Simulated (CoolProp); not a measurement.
Octamethyltrisiloxane (MDM) along the isobar 0.101 MPa: Z from the reference equation and from simpler models built on Tc = 565.4 K, pc = 1.438 MPa, ω = 0.528; each cubic takes its own stable root.

Values from CoolProp's reference Helmholtz-energy equation of state, Thol 2017.

```json
[
 {"T (K)": "504.3", "phase": "gas", "reference": "0.9625", "Pitzer virial": "0.9608", "van der Waals": "0.9719"},
 {"T (K)": "509", "phase": "gas", "reference": "0.9639", "Pitzer virial": "0.9622", "van der Waals": "0.9725"},
 {"T (K)": "513.8", "phase": "gas", "reference": "0.9652", "Pitzer virial": "0.9636", "van der Waals": "0.9732"},
 {"T (K)": "518.5", "phase": "gas", "reference": "0.9664", "Pitzer virial": "0.9648", "van der Waals": "0.9737"},
 {"T (K)": "523.2", "phase": "gas", "reference": "0.9676", "Pitzer virial": "0.9661", "van der Waals": "0.9743"},
 {"T (K)": "527.9", "phase": "gas", "reference": "0.9687", "Pitzer virial": "0.9672", "van der Waals": "0.9749"},
 {"T (K)": "532.6", "phase": "gas", "reference": "0.9698", "Pitzer virial": "0.9683", "van der Waals": "0.9754"},
 {"T (K)": "537.3", "phase": "gas", "reference": "0.9708", "Pitzer virial": "0.9694", "van der Waals": "0.9759"},
 {"T (K)": "542", "phase": "gas", "reference": "0.9718", "Pitzer virial": "0.9704", "van der Waals": "0.9764"},
 {"T (K)": "546.7", "phase": "gas", "reference": "0.9728", "Pitzer virial": "0.9714", "van der Waals": "0.9769"},
 {"T (K)": "551.4", "phase": "gas", "reference": "0.9737", "Pitzer virial": "0.9724", "van der Waals": "0.9774"},
 {"T (K)": "556.2", "phase": "gas", "reference": "0.9746", "Pitzer virial": "0.9733", "van der Waals": "0.9779"},
 {"T (K)": "560.9", "phase": "gas", "reference": "0.9754", "Pitzer virial": "0.9742", "van der Waals": "0.9784"},
 {"T (K)": "565.6", "phase": "gas", "reference": "0.9762", "Pitzer virial": "0.9750", "van der Waals": "0.9788"},
 {"T (K)": "570.3", "phase": "gas", "reference": "0.9770", "Pitzer virial": "0.9758", "van der Waals": "0.9792"},
 {"T (K)": "575", "phase": "gas", "reference": "0.9777", "Pitzer virial": "0.9766", "van der Waals": "0.9796"}
]
```
